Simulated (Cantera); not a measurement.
Mixture: CO : H₂ : CH₄ : O₂ : N₂ = 1 : 0.11 : 0.033 : 1.48 : 5.56 (molar parts), equivalence ratio 0.42, at 1.01 bar, adiabatic and at constant volume. Ignition delay is the time to a rise of 400 K.

Computed with Cantera and GRI-Mech 3.0 (53 species, 325 reactions). Where the delays flatten at high temperature, the 400 K rule measures the pace of heat release, not the induction time.

Question: Predict: delay at 1175 K; delay at 1375 K; delay at 1575 K; delay at 1775 K; delay at 1975 K.

Answer: delay at 1175 K: 0.204 ms
delay at 1375 K: 0.108 ms
delay at 1575 K: 88.1 µs
delay at 1775 K: 92.8 µs
delay at 1975 K: 0.115 ms
